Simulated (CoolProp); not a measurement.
The fluid at 298.15 K and 18.6 MPa is throttled through a valve to 6.27 MPa with no heat exchange. The same conditions are run with several fluids, on thermodynamics alone (safety and materials aside).

Computed with CoolProp (reference Helmholtz-energy equation of state of each fluid (n-hexane: Thol 2019; n-heptane: Span 2003; R22: Kamei 1995; o-xylene: Zhou 2012; R407C: Lemmon 2003)). Blends and air are pseudo-pure fits.

### Question
Rank n-hexane, n-heptane, R22, o-xylene, R407C by temperature change (K), highest first.

### Answer
o-xylene (+5.8), n-heptane (+5.3), n-hexane (+5.2), R22 (+2.0), R407C (+1.2)

| fluid | final density (kg/m³) |
|---|---|
| n-hexane | 657 |
| n-heptane | 681 |
| R22 | 1210 |
| o-xylene | 876 |
| R407C | 1170 |
